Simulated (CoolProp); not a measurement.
Saturation properties of cyclohexane (Tc = 553.6 K, pc = 40.81 bar, ω = 0.209).

Values from CoolProp's reference Helmholtz-energy equation of state, Zhou 2014.

```
T (K)  p (bar)  liquid density (kg/m³)  vapour density (kg/m³)  enthalpy of vaporisation (kJ/kg)  liquid viscosity (µPa s)
-----  -------  ----------------------  ----------------------  --------------------------------  ------------------------
332.9   0.5149                   740.4                   1.602                             370.3                       532
342.7   0.7152                   730.7                   2.176                             363.9                       470
352.4   0.9694                   720.9                   2.889                             357.4                       418
362.2    1.293                   710.9                   3.782                             350.6                       374
372      1.695                   700.7                   4.874                             343.7                       336
381.7    2.180                   690.5                   6.180                             336.6                       303
391.5    2.772                   679.9                   7.759                             329.2                       275
401.3    3.478                   669.0                   9.635                             321.5                       250
411      4.302                   658.0                   11.82                             313.5                       228
420.8    5.275                   646.6                   14.42                             305.1                       209
430.6    6.402                   634.8                   17.45                             296.3                       192
440.3    7.685                   622.6                   20.94                             287.0                       177
450.1    9.164                   609.8                   25.04                             277.1                       163
459.9    10.84                   596.4                   29.82                             266.6                       150
```

It boils at 353.9 K under 1 atm.

Viscosity comes from a separate model (Tariq 2014).
